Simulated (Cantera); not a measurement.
Input (Python, Cantera) and output of one run.

```python
import numpy as np
import cantera as ct

gas_names = """
    CL CL2 H HCL H2 N NH NH2 NH3 N2 N2H2 N2H4 Si SiCL SiCL2 SiCL3 SiCL4 SiH SiHCL3 SiH2 SiH2CL2 SiH3
    SiH3CL SiH4 SiN Si2 Si2N Si3
""".split()
cond_names = """
    NH4CL(a) NH4CL(b) Si(cr) Si(L) Si3N4(a)
""".split()


def load(file, names, dense=False):
    # The tables refer to 1 bar. Condensed volumes are neglected.
    table = {s.name: s for s in ct.Species.list_from_file(file)}
    out = []
    for n in names:
        d = dict(table[n].input_data)
        d["thermo"] = dict(d["thermo"], **{"reference-pressure": 1e5})
        if dense:
            d["equation-of-state"] = {"model": "constant-volume", "density": "1e6 g/cm^3"}
        out.append(ct.Species.from_dict(d))
    return out


gas = ct.Solution(thermo="ideal-gas", species=load("nasa_gas.yaml", gas_names))
cond = {s.name: ct.Solution(thermo="fixed-stoichiometry", species=[s], name=s.name)
        for s in load("nasa_condensed.yaml", cond_names, dense=True)}
atoms = {
    'SiH2Cl2': {'Si': 1, 'H': 2, 'CL': 2},
    'NH3': {'N': 1, 'H': 3},
    'H2': {'H': 2},
}
top_T = {'Si3N4(a)': 2400}  # K; cautious upper limits of use, not melting points


def equilibrate(T, P, feed):
    n = {}
    for name, mol in feed.items():
        for a, k in atoms[name].items():
            n[a] = n.get(a, 0.0) + k * mol
    gas.TPX = T, P, n
    mass = sum(n.values()) * gas.mean_molecular_weight
    gas.equilibrate("TP")
    valid = [c for c in cond.values() if c.min_temp <= T <= top_T.get(c.name, c.max_temp)]
    mix = ct.Mixture([(gas, mass / gas.mean_molecular_weight)] + [(c, 0.0) for c in valid])
    mix.T, mix.P = T, P
    mix.equilibrate("TP", solver="vcs", rtol=1e-11, max_steps=5000)
    return mix


results = []
feed = {'SiH2Cl2': 1, 'NH3': 0.19, 'H2': 10}  # mol
P = 8.2  # Pa
for T in [1198, 1223, 1248, 1273, 1298, 1323, 1348, 1373, 1398, 1423, 1448]:
    mix = equilibrate(T, P, feed)
    results.append((T, P, feed, dict(zip(mix.species_names, mix.species_moles))))

top = {s: max(r[3][s] / sum(r[3][g] for g in gas_names) for r in results) for s in gas_names}
cols = sorted((s for s in top if top[s] > 0.001), key=lambda s: -top[s])[:7]
seen = [c for c in cond_names if any(r[3].get(c, 0) > 1e-12 for r in results)]
print("log10 of partial pressures in bar; condensed amounts in mol")
print(f"{'T/K':>10s}" + "".join(f"{s[:9]:>10s}" for s in cols + seen))
for T, P, feed, n in results:
    ng = sum(n[g] for g in gas_names)
    print(f"{T:10.4g}" + "".join(f"{np.log10(max(n[s] / ng * P / 1e5, 1e-99)):10.3f}" for s in cols)
          + "".join(f"{n.get(c, 0):10.4g}" for c in seen))
```

It prints:

```
log10 of partial pressures in bar; condensed amounts in mol
       T/K        H2       HCL     SiCL2        N2    Si(cr)  Si3N4(a)
      1198    -4.148    -5.076    -5.632    -7.572    0.5005   0.04549
      1223    -4.148    -5.078    -5.622    -7.241    0.5024    0.0432
      1248    -4.148    -5.081    -5.613    -6.924    0.5114   0.03856
      1273    -4.149    -5.084    -5.606    -6.619     0.534   0.02943
      1298    -4.150    -5.088    -5.601    -6.326    0.5819   0.01194
      1323    -4.151    -5.092    -5.596    -6.201    0.6133         0
      1348    -4.151    -5.094    -5.590    -6.201     0.609         0
      1373    -4.150    -5.097    -5.585    -6.201    0.6049         0
      1398    -4.150    -5.100    -5.580    -6.201    0.6009         0
      1423    -4.150    -5.103    -5.576    -6.201    0.5969         0
      1448    -4.150    -5.105    -5.572    -6.201    0.5931         0
```

These are equilibrium values from Cantera (NASA tables, ideal gas, pure condensed phases), not measurements of a reactor. Mutual solubility and eutectic melting of coexisting phases are not modelled. The tables' values for SiCl3, SiCl are old estimates; treat these amounts as uncertain.
